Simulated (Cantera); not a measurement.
A closed system holds: 1 mol borazine, 6.2 mol O2, 54 mol N2, equilibrated at 1623 K and 1.00 bar.

Cantera equilibrium calculation (NASA polynomials, part measured and part estimated; ideal gas, pure solids and liquids). Candidate condensed phases: B, BN, B2O3, B3O3H3, H2O; 39 gas species. The feed counts by its element totals alone. Gases not in the tables: H3BO3. Equilibrium is a limit: real reactors are often held back by kinetics, nucleation or transport.

Q: What is the equilibrium state?

A: 
```
Item                                     Result
------------------------------------  ---------
x(N2)                                     0.904
x(H2O)                                   0.0420
x(O2)                                    0.0394
x(HBO2)                                  0.0135
x(NO)                                  0.000990
x(B2O3)                                0.000220
x(OH)                                   8.98e-5
x(BO2)                                  3.54e-5
x((HBO2)3)                              2.98e-5
n(B2O3(l))                             1.07 mol
gas amount                            61.38 mol
log10 activity of B(s) (absent)          -13.21
log10 activity of B3O3H3(s) (absent)     -27.95
```
